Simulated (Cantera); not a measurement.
Input: 1 mol SiC, 0.032 mol O2, 790 mol N2, held at 25.0 mbar.

Equilibrium computed with Cantera from the NASA thermochemical tables; the gas is ideal and each condensed phase is pure. Candidate condensed phases: C, Si, SiC, SiO2, Si2N2O, Si3N4; 34 gas species. N2 is the only nitrogen source here; it is nearly inert below about 1500 K, so the nitride shown seldom forms there in practice. Mutual solubility and eutectic melting of coexisting phases are not modelled. Rates play no part.

Q: Which condensed phases are stable at each of these points (T (K)): 1423, 1473, 1523, 1573, 1623, 1673, 1723, 1773, 1823?

A: 
```csv
T (K),condensed phases,Si condensed (%)
1423,C(graphite) + Si3N4(s),100.0
1473,SiC(s) + Si3N4(s),100.0
1523,SiC(s) + Si3N4(s),99.9
1573,SiC(s) + Si3N4(s),99.7
1623,SiC(s) + Si3N4(s),99.3
1673,SiC(s) + Si3N4(s),98.4
1723,SiC(s) + Si3N4(s),96.6
1773,SiC(s),95.9
1823,SiC(s),95.2
```

At 1423 K the condensed part is C(graphite) + Si3N4(s). From 1473 K to 1723 K the condensed part is SiC(s) + Si3N4(s). From 1773 K to 1823 K the condensed part is SiC(s).
